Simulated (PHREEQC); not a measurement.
Consider water at 25 °C with 0.084 mol/kgw HF and 0.00012 mol/kgw (CH3)4NF. Closed to the air; pH follows from the charge balance.

Model: ion-association model, wateq4f.dat, run in PHREEQC.

```tsv
quantity	before	after
pH	2.16	2.32
ionic strength (mol/kgw)	0.00755	0.00526
HF (mol/kgw)	0.0578	0.0312
H2F2 (mol/kgw)	0.00871	0.00254
F- (mol/kgw)	0.00618	0.00470
HF2- (mol/kgw)	0.00137	0.000564
```

Question: Which change was made?
(A) HF from 0.084 to 0.042 mol/kgw
(B) (CH3)4NF from 0.00012 to 0.000108 mol/kgw
(C) 0.00098 mol/kgw TMAH added
(D) HF from 0.084 to 0.42 mol/kgw
(E) 0.018 mol/kgw NH3 added

Answer: A, HF from 0.084 to 0.042 mol/kgw

Precipitation was switched off in this run. (CH3)4N+ isn't in the database: it is added as a free cation with an ion size of 4 Å. wateq4f.dat counts part of the HF as a dimer, H2F2, which phreeqc.dat doesn't know; its constant is uncertain.
